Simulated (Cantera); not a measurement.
Input: 1 mol HMDSO, 3 mol O2, 5.4 mol H2, equilibrated at 1048.15 K and 0.00110 bar.

These are equilibrium values from Cantera (NASA tables, ideal gas, pure condensed phases), not measurements of a reactor. Candidate condensed phases: C, C6H6, C7H8, C8H18, H2O, Si, SiC, SiO2; 123 gas species. The feed counts by its element totals alone. Rates play no part.

Base state: H2 0.828, CO 0.172, CH4 4.39e-5, H2O 2.93e-5 (mole fractions); condensed: C(graphite) + SiO2(β-quartz).

Problem. What changes in the equilibrium state with this change: temperature from 1048.15 K to 1498.15 K?

Solution. 
```
species               before     after
-------------------  -------  --------
H2                     0.828     0.673
CO                     0.172     0.257
SiO                    <1e-9    0.0701
H                    2.13e-7  0.000426
CH4                  4.39e-5   1.09e-7
H2O                  2.93e-5   3.92e-6
C(graphite), mol        3.00         0
SiO2(β-quartz), mol     2.00         0
SiC(s), mol                0     0.500
```

Problem. What changes in the equilibrium state with this change: O2 from 3 to 0.26 mol?

Solution. 
```csv
species,before,after
H2,0.828,0.999
CO,0.172,0.000608
CH4,4.39e-5,6.40e-5
H2O,2.93e-5,1.25e-7
"C(graphite), mol",3.00,4.75
"SiO2(β-quartz), mol",2.00,0.756
"SiC(s), mol",0,1.24
```
Mutual solubility and eutectic melting of coexisting phases are not modelled.

Problem. What changes in the equilibrium state with this change: temperature from 1048.15 K to 1548 K?

Solution. 
| species | before | after |
|---|---|---|
| H2 | 0.828 | 0.672 |
| CO | 0.172 | 0.257 |
| SiO | <1e-9 | 0.0701 |
| H | 2.13e-7 | 0.000761 |
| CH4 | 4.39e-5 | 9.53e-8 |
| C(graphite), mol | 3.00 | 0 |
| SiO2(β-quartz), mol | 2.00 | 0 |
| SiC(s), mol | 0 | 0.500 |
